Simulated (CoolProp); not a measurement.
o-xylene along the isobar 4.09 MPa: fugacity coefficient from the reference equation and from simpler models built on Tc = 630.3 K, pc = 3.737 MPa, ω = 0.312; each cubic takes its own stable root.

Computed with CoolProp (reference Helmholtz-energy equation of state, Zhou 2012).

```json
[
 {"T (K)": "536.4", "phase": "liquid", "reference": "0.2416"},
 {"T (K)": "548.3", "phase": "liquid", "reference": "0.2796"},
 {"T (K)": "560.3", "phase": "liquid", "reference": "0.3207"},
 {"T (K)": "572.2", "phase": "liquid", "reference": "0.3641"},
 {"T (K)": "584.2", "phase": "liquid", "reference": "0.4101"},
 {"T (K)": "596.1", "phase": "liquid", "reference": "0.4574"},
 {"T (K)": "608.1", "phase": "liquid", "reference": "0.5062"},
 {"T (K)": "620", "phase": "liquid", "reference": "0.5548"}
]
```

Problem. How far does each simpler model (van der Waals, Redlich-Kwong, Soave-Redlich-Kwong, Peng-Robinson) lie from the reference over these 8 states: mean and median of the absolute difference, and the worst?

Solution. 
- van der Waals: mean 38.0 %, median 35.0 %, worst +71.1 % at 536.4 K and 4.09 MPa
- Redlich-Kwong: mean 16.5 %, median 15.8 %, worst +28.7 % at 536.4 K and 4.09 MPa
- Soave-Redlich-Kwong: mean 5.7 %, median 5.8 %, worst +6.0 % at 560.3 K and 4.09 MPa
- Peng-Robinson: mean 1.7 %, median 1.8 %, worst +1.9 % at 548.3 K and 4.09 MPa
